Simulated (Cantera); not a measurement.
Cantera run:

```python
import numpy as np
import cantera as ct

gas_names = [...]  # 47 gases of nasa_gas.yaml made of Cl, H, N, O, Si
cond_names = """
    H2O(s) H2O(L) NH4CL(a) NH4CL(b) Si(cr) Si(L) SiO2(Lqz) SiO2(hqz) SiO2(L) Si2N2O(s) Si3N4(a)
""".split()


# ... load() reads the species with a 1 bar reference pressure and builds the phases ...
atoms = {
    'SiH2Cl2': {'Si': 1, 'H': 2, 'CL': 2},
    'H2O': {'H': 2, 'O': 1},
    'N2': {'N': 2},
    'O2': {'O': 2},
}
top_T = {'Si2N2O(s)': 2100, 'Si3N4(a)': 2400}  # K; cautious upper limits of use, not melting points


# ... equilibrate(T, P, feed) seeds the gas with the atoms and calls Mixture.equilibrate('TP', solver="vcs", rtol=1e-11, max_steps=5000) ...
results = []
feed = {'SiH2Cl2': 1, 'H2O': 1.4, 'N2': 73, 'O2': 2.1}  # mol
T = 1523  # K
P = 1333.22  # Pa
mix = equilibrate(T, P, feed)
results.append((T, P, feed, dict(zip(mix.species_names, mix.species_moles))))
print(gas.report(threshold=0.001))
for i in range(1, mix.n_phases):
    print(f"{mix.phase(i).name:16s} {mix.phase_moles(i):12.5e} mol")
```

Output:

```
       temperature   1523 K
          pressure   1333.2 Pa
           density   0.0029578 kg/m^3
  mean mol. weight   28.093 kg/kmol
   phase of matter   gas

                          1 kg             1 kmol
                     ---------------   ---------------
          enthalpy        1.1687e+06        3.2833e+07  J
   internal energy        7.1796e+05         2.017e+07  J
           entropy            9999.6        2.8092e+05  J/K
    Gibbs function       -1.4061e+07       -3.9501e+08  J
 heat capacity c_p            1248.1             35062  J/K
 heat capacity c_v            952.09             26748  J/K

                      mass frac. Y      mole frac. X     chem. pot. / RT
                     ---------------   ---------------   ---------------
                CL         0.0025258         0.0020017           -23.051
               HCL          0.030844          0.023768           -40.796
               H2O          0.012205          0.019033           -53.718
                N2            0.9386           0.94126           -30.437
                O2          0.015347          0.013474           -36.457
     [  +42 minor]         0.0004755        0.00046192

Si(cr)            0.00000e+00 mol
SiO2(hqz)         1.00000e+00 mol
Si2N2O(s)         0.00000e+00 mol
Si3N4(a)          0.00000e+00 mol
```

Cantera equilibrium calculation (NASA polynomials, part measured and part estimated; ideal gas, pure solids and liquids). The tables hold silica as quartz up to 1696 K and as liquid above; real silica turns to tridymite and cristobalite and melts near 1996 K.
